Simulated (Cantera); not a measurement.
Input (Python, Cantera) and output of one run.

```python
import numpy as np
import cantera as ct

gas_names = """
    C CH CH2 CH3 CH2OH CH3O CH4 CH3OH CO CO2 COOH C2 C2H CHCO,ketyl C2H2,acetylene C2H2,vinylidene
    CH2CO,ketene C2H3,vinyl CH3CO,acetyl C2H4 C2H4O,ethylen CH3CHO,ethanal CH3COOH (HCOOH)2 C2H5 C2H6
    CH3OCH3 C2H5OH C2O C3 C3H3,propargyl C3H4,allene C3H4,propyne C3H4,cyclo- C3H5,allyl C3H6,propylene
    C3H6,cyclo- C3H6O C3H7,n-propyl C3H7,i-propyl C3H8 C3H8O,1propanol C3H8O,2propanol C3O2 C4 C4H2
    C4H4,1,3-cyclo- C4H6,butadiene C4H6,2-butyne C4H6,cyclo- C4H8,1-butene C4H8,cis2-buten
    C4H8,tr2-butene C4H8,isobutene C4H8,cyclo- (CH3COOH)2 C4H9,n-butyl C4H9,i-butyl C4H9,s-butyl
    C4H9,t-butyl C4H10,isobutane C4H10,n-butane C5 C5H6,1,3cyclo- C5H8,cyclo- C5H10,1-pentene
    C5H10,cyclo- C5H11,pentyl C5H11,t-pentyl C5H12,n-pentane C5H12,i-pentane CH3C(CH3)2CH3 C6H2
    C6H5,phenyl C6H5O,phenoxy C6H6 C6H5OH,phenol C6H10,cyclo- C6H12,1-hexene C6H12,cyclo- C6H13,n-hexyl
    C7H7,benzyl C7H8 C7H8O,cresol C7H14,1-heptene C7H15,n-heptyl C7H16,n-heptane C8H8,styrene
    C8H10,ethylbenz C8H16,1-octene C8H17,n-octyl C8H18,isooctane C8H18,n-octane C9H19,n-nonyl
    C10H8,naphthale C10H21,n-decyl C12H9,o-bipheny C12H10,bipheny H HCO HO2 H2 HCHO,formaldehy HCOOH H2O
    H2O2 O OH O2 O3 Pb PbO Pb2
""".split()
cond_names = """
    C(gr) C6H6(L) C7H8(L) C8H18(L),n-octa H2O(s) H2O(L) Pb(cr) Pb(L) PbO(rd) PbO(yw) PbO(L) PbO2(s)
    Pb3O4(s)
""".split()


def load(file, names, dense=False):
    # The tables refer to 1 bar. Condensed volumes are neglected.
    table = {s.name: s for s in ct.Species.list_from_file(file)}
    out = []
    for n in names:
        d = dict(table[n].input_data)
        d["thermo"] = dict(d["thermo"], **{"reference-pressure": 1e5})
        if dense:
            d["equation-of-state"] = {"model": "constant-volume", "density": "1e6 g/cm^3"}
        out.append(ct.Species.from_dict(d))
    return out


gas = ct.Solution(thermo="ideal-gas", species=load("nasa_gas.yaml", gas_names))
cond = {s.name: ct.Solution(thermo="fixed-stoichiometry", species=[s], name=s.name)
        for s in load("nasa_condensed.yaml", cond_names, dense=True)}
atoms = {
    'PbO': {'Pb': 1, 'O': 1},
    'CO': {'C': 1, 'O': 1},
    'H2': {'H': 2},
}
top_T = {'C(gr)': 4500, 'Pb3O4(s)': 820}  # K; cautious upper limits of use, not melting points


def equilibrate(T, P, feed):
    n = {}
    for name, mol in feed.items():
        for a, k in atoms[name].items():
            n[a] = n.get(a, 0.0) + k * mol
    gas.TPX = T, P, n
    mass = sum(n.values()) * gas.mean_molecular_weight
    gas.equilibrate("TP")
    valid = [c for c in cond.values() if c.min_temp <= T <= top_T.get(c.name, c.max_temp)]
    mix = ct.Mixture([(gas, mass / gas.mean_molecular_weight)] + [(c, 0.0) for c in valid])
    mix.T, mix.P = T, P
    mix.equilibrate("TP", solver="vcs", rtol=1e-11, max_steps=5000)
    return mix


results = []
feed = {'PbO': 1, 'CO': 3, 'H2': 0.31}  # mol
P = 100000  # Pa
for T in [775, 850, 925, 1000, 1075, 1150, 1225, 1300, 1375, 1450, 1525, 1600]:
    mix = equilibrate(T, P, feed)
    results.append((T, P, feed, dict(zip(mix.species_names, mix.species_moles))))

top = {s: max(r[3][s] / sum(r[3][g] for g in gas_names) for r in results) for s in gas_names}
cols = sorted((s for s in top if top[s] > 0.001), key=lambda s: -top[s])[:5]
seen = [c for c in cond_names if any(r[3].get(c, 0) > 1e-12 for r in results)]
print("log10 of partial pressures in bar; condensed amounts in mol")
print(f"{'T/K':>10s}" + "".join(f"{s[:9]:>10s}" for s in cols + seen))
for T, P, feed, n in results:
    ng = sum(n[g] for g in gas_names)
    print(f"{T:10.4g}" + "".join(f"{np.log10(max(n[s] / ng * P / 1e5, 1e-99)):10.3f}" for s in cols)
          + "".join(f"{n.get(c, 0):10.4g}" for c in seen))
```

Output:

```
log10 of partial pressures in bar; condensed amounts in mol
       T/K       CO2        CO       H2O        H2        Pb     C(gr)     Pb(L)
       775    -0.094    -1.226    -1.018    -1.447    -7.604     1.035         1
       850    -0.158    -0.746    -1.162    -1.264    -6.497    0.8604         1
       925    -0.312    -0.395    -1.393    -1.171    -5.573    0.4863         1
      1000    -0.552    -0.203    -1.655    -1.150    -4.791         0    0.9999
      1075    -0.560    -0.200    -1.569    -1.177    -4.120         0    0.9997
      1150    -0.568    -0.197    -1.502    -1.206    -3.538         0     0.999
      1225    -0.575    -0.194    -1.450    -1.236    -3.029         0    0.9969
      1300    -0.581    -0.193    -1.408    -1.265    -2.581         0    0.9913
      1375    -0.588    -0.192    -1.375    -1.294    -2.183         0    0.9781
      1450    -0.597    -0.194    -1.350    -1.323    -1.827         0    0.9499
      1525    -0.609    -0.199    -1.333    -1.354    -1.507         0    0.8935
      1600    -0.626    -0.211    -1.326    -1.389    -1.218         0     0.786
```

These are equilibrium values from Cantera (NASA tables, ideal gas, pure condensed phases), not measurements of a reactor.
